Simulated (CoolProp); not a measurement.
Vapour-liquid equilibrium of m-xylene (1) + n-nonane (2) at 235.85 °C; x and y are mole fractions of (1).

Values from CoolProp's multi-fluid Helmholtz-energy mixture model, Zhou 2012 and Lemmon 2006; pair parameters Bell 2016.

```
x     bubble pressure, mixture model (MPa)  bubble pressure, Raoult's law (MPa)  y, mixture model  y, Raoult's law
----  ------------------------------------  -----------------------------------  ----------------  ---------------
0.05                                0.6412                               0.6333             0.067            0.062
0.2                                 0.6836                               0.6570             0.248            0.238
0.35                                0.7184                               0.6807             0.404            0.403
0.5                                 0.7457                               0.7043             0.544            0.556
0.65                                0.7659                               0.7280             0.678            0.699
0.8                                 0.7788                               0.7517             0.810            0.834
0.95                                0.7836                               0.7754             0.950            0.960
```

The largest gap from Raoult's law is +5.9 % in bubble pressure, at x = 0.5. No azeotrope shows between x = 0.05 and 0.95.

Pair parameters are fitted to limited data, so mixtures are less certain than the pure fluids.
